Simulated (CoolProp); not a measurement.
Vapour-liquid equilibrium of C2F6 (R116) (1) + R143a (2) at 221.6 K; x and y are mole fractions of (1).

Model: multi-fluid Helmholtz-energy mixture model, Lemmon 2006 and Lemmon and Jacobsen 2000; pair parameters Bell 2016, in CoolProp.

```json
[
 {"x": "0.05", "bubble pressure (kPa)": "124.7", "y at the bubble point": "0.360", "dew pressure at overall composition x (kPa)": "86.36", "liquid density (mol/L)": "13.80"},
 {"x": "0.15", "bubble pressure (kPa)": "190.4", "y at the bubble point": "0.607", "dew pressure at overall composition x (kPa)": "95.94", "liquid density (mol/L)": "13.38"},
 {"x": "0.25", "bubble pressure (kPa)": "235.5", "y at the bubble point": "0.703", "dew pressure at overall composition x (kPa)": "107.8", "liquid density (mol/L)": "12.97"},
 {"x": "0.35", "bubble pressure (kPa)": "265.9", "y at the bubble point": "0.753", "dew pressure at overall composition x (kPa)": "123.0", "liquid density (mol/L)": "12.58"},
 {"x": "0.45", "bubble pressure (kPa)": "287.0", "y at the bubble point": "0.786", "dew pressure at overall composition x (kPa)": "142.9", "liquid density (mol/L)": "12.22"},
 {"x": "0.55", "bubble pressure (kPa)": "302.5", "y at the bubble point": "0.811", "dew pressure at overall composition x (kPa)": "170.0", "liquid density (mol/L)": "11.87"},
 {"x": "0.65", "bubble pressure (kPa)": "315.3", "y at the bubble point": "0.835", "dew pressure at overall composition x (kPa)": "208.6", "liquid density (mol/L)": "11.56"},
 {"x": "0.75", "bubble pressure (kPa)": "326.8", "y at the bubble point": "0.863", "dew pressure at overall composition x (kPa)": "263.9", "liquid density (mol/L)": "11.27"},
 {"x": "0.85", "bubble pressure (kPa)": "337.5", "y at the bubble point": "0.901", "dew pressure at overall composition x (kPa)": "321.8", "liquid density (mol/L)": "11.02"},
 {"x": "0.95", "bubble pressure (kPa)": "345.9", "y at the bubble point": "0.958", "dew pressure at overall composition x (kPa)": "345.1", "liquid density (mol/L)": "10.81"}
]
```

No azeotrope shows between x = 0.05 and 0.95.

Pair parameters are fitted to limited data, so mixtures are less certain than the pure fluids. With so large a gap from Raoult's law the liquid may split in two, which this calculation doesn't test in full.
